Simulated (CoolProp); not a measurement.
Aqueous methanol as a coolant, at 11 °C, 1 atm.

Model: Melinder's fits for secondary coolants, in CoolProp.

```tsv
mass %	freezing point (°C)	viscosity (mPa s)	density (kg/m³)	cp (kJ/(kg K))	conductivity (W/(m K))
2.4	-1.4	1.37	995.3	4.222	0.568
11.6	-7.8	1.79	981.1	4.203	0.517
20.9	-15.9	2.17	968.5	4.084	0.469
30.1	-25.8	2.40	955.5	3.942	0.425
39.3	-37.7	2.45	940.9	3.779	0.384
48.5	-51.9	2.33	924.5	3.579	0.348
57.8	-68.7	2.11	905.7	3.357	0.316
```
